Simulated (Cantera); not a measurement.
A closed system holds: 1 mol Si3N4, 0.43 mol CO2, a varied amount of N2, held at 2198.15 K and 0.133 bar.

Equilibrium computed with Cantera from the NASA thermochemical tables; the gas is ideal and each condensed phase is pure. Candidate condensed phases: C, Si, SiC, SiO2, Si2N2O, Si3N4; 34 gas species. Mutual solubility and eutectic melting of coexisting phases are not modelled. Kinetics and transport are ignored.

Task: Which condensed phases are stable at each of these points (n(N2) (mol)): 5.5, 8.7, 14, 21, 34, 53, 83, 130, 210, 320, 510?

Result: 
```
n(N2) (mol)  condensed phases  Si condensed (%)
-----------  ----------------  ----------------
5.5            Si(l) + SiC(s)              83.1
8.7            Si(l) + SiC(s)              82.7
14             Si(l) + SiC(s)              82.1
21             Si(l) + SiC(s)              81.2
34             Si(l) + SiC(s)              79.6
53             Si(l) + SiC(s)              77.3
83             Si(l) + SiC(s)              73.6
130            Si(l) + SiC(s)              67.8
210            Si(l) + SiC(s)              57.9
320                     Si(l)              44.2
510                     Si(l)              20.7
```

From 5.5 mol N2 to 210 mol N2 the condensed part is Si(l) + SiC(s). From 320 mol N2 to 510 mol N2 the condensed part is Si(l).
